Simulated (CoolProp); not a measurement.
CH2F2 (R32) at 414.1 K and 0.203 MPa is throttled through a valve to 0.0248 MPa with no heat exchange. Each further row changes one setting.

Computed with CoolProp (reference Helmholtz-energy equation of state, Tillner-Roth 1997).

```csv
case,temperature change (K),final density (kg/m³)
as stated,[?],[?]
outlet pressure 0.00744 MPa,[?],[?]
outlet pressure 0.0322 MPa,[?],0.489
```

Task: Fill in the missing entries.

Result: 
- as stated, temperature change (K): -1.6
- as stated, final density (kg/m³): 0.377
- outlet pressure 0.00744 MPa, temperature change (K): -1.8
- outlet pressure 0.00744 MPa, final density (kg/m³): 0.113
- outlet pressure 0.0322 MPa, temperature change (K): -1.5
